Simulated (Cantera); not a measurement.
Feed: 1 mol MgO, 3.5 mol HBr, 0.082 mol O₂, held at 1725 K and 0.140 bar.

Method: chemical equilibrium by Gibbs-energy minimisation in Cantera with the NASA 1993 tables (ideal gas, pure condensed phases). Candidate condensed phases: Br₂, H₂O, Mg, MgBr₂, MgO, Mg(OH)₂; 20 gas species. Rates play no part.

Base state: HBr 0.516, H₂O 0.202, MgBr₂ 0.157, Br 0.109, H₂ 0.0126, Br₂ 0.00232, H 5.58e-5, OH 4.91e-5 (mole fractions); condensed: MgO(s).

Question: What changes in the equilibrium state with this change: temperature from 1725 K to 1575 K?

Answer: 
```tsv
species	before	after
HBr	0.516	0.612
H₂O	0.202	0.169
MgBr₂	0.157	0.124
H₂	0.0126	0.00366
Br	0.109	0.0861
MgBr	3.92e-5	3.22e-6
H	5.58e-5	6.72e-6
OH	4.91e-5	1.13e-5
Br₂	0.00232	0.00543
MgO(s), mol	0.417	0.547
```

Question: What changes in the equilibrium state with this change: O₂ from 0.082 to 0.34 mol?

Answer: 
| species | before | after |
|---|---|---|
| HBr | 0.516 | 0.377 |
| Br | 0.109 | 0.297 |
| H₂O | 0.202 | 0.236 |
| MgBr₂ | 0.157 | 0.0716 |
| H₂ | 0.0126 | 0.000910 |
| Br₂ | 0.00232 | 0.0171 |
| O₂ | 1.23e-6 | 0.000324 |
| MgBr | 3.92e-5 | 6.56e-6 |
| OH | 4.91e-5 | 0.000214 |
| MgO(s), mol | 0.417 | 0.705 |
